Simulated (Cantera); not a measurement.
An isothermal, constant-pressure homogeneous reactor starts with NO : N2 = 1 : 3.8 (molar parts), at 1450 K and 0.920 bar. Integrator tolerance rtol = 1e-08.

Detailed kinetics in Cantera: GRI-Mech 3.0 (53 species, 325 reactions).

### Question
What does this change do: pressure from 0.920 bar to 0.420 bar?

### Answer
| quantity | before | after |
|---|---|---|
| x(NO) at 200 s | 0.152 (gas-phase equilibrium 0.000716) | 0.178 (gas-phase equilibrium 0.000716) |
| x(N2O) at 200 s | 7.45e-6 (gas-phase equilibrium 4.56e-8) | 9.92e-6 (gas-phase equilibrium 3.08e-8) |
| x(O) at 200 s | 3.57e-7 (gas-phase equilibrium 6.79e-7) | 3.94e-7 (gas-phase equilibrium 1.00e-6) |
| x(NO2) at 200 s | 0.000334 (gas-phase equilibrium 3.02e-6) | 0.000195 (gas-phase equilibrium 2.04e-6) |
| x(N2) at 200 s | 0.820 (gas-phase equilibrium 0.895) | 0.807 (gas-phase equilibrium 0.895) |
